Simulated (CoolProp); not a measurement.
Computed with CoolProp (reference Helmholtz-energy equation of state, Zhou 2014).

Give the vapour pressure (MPa), liquid density (kg/m³), vapour density (kg/m³), enthalpy of vaporisation (kJ/kg) of saturated cyclohexane at 344.3, 362, 432.7 K.


```
T (K)  p (MPa)  liquid density (kg/m³)  vapour density (kg/m³)  enthalpy of vaporisation (kJ/kg)
-----  -------  ----------------------  ----------------------  --------------------------------
344.3   0.0753                     729                    2.28                               363
362      0.129                     711                    3.76                               351
432.7    0.667                     632                    18.2                               294
```
